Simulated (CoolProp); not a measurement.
Vapour-liquid equilibrium of R125 (1) + R227EA (2) at 34.4 kPa; x and y are mole fractions of (1).

Computed with CoolProp (multi-fluid Helmholtz-energy mixture model, Lemmon 2005 and Lemmon 2016; pair parameters Bell 2016).

### Question
Give the bubble temperature and the first vapour's composition at x = 0.2, 0.65, 0.95. Is there an azeotrope?

### Answer
x = 0.2: 224.0 K, y = 0.553; x = 0.65: 211.1 K, y = 0.913; x = 0.95: 206.0 K, y = 0.991. No azeotrope shows between x = 0.05 and 0.95.

Pair parameters are fitted to limited data, so mixtures are less certain than the pure fluids.
